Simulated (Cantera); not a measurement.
**Silicon etching in halogen gases: Si + HF**

A closed system holds: 1 mol Si, 4.2 mol HF, held at 600 K and 0.00630 bar.

Equilibrium computed with Cantera from the NASA thermochemical tables; the gas is ideal and each condensed phase is pure. Candidate condensed phases: Si; 25 gas species. Rates play no part.

The x(H2) is 0.625. The x(SiF4) comes out as 0.312, the x(HF) comes out as 0.0625 and the gas amount is 3.200 mol. The log10 activity of Si(s) (absent) is -30.72.
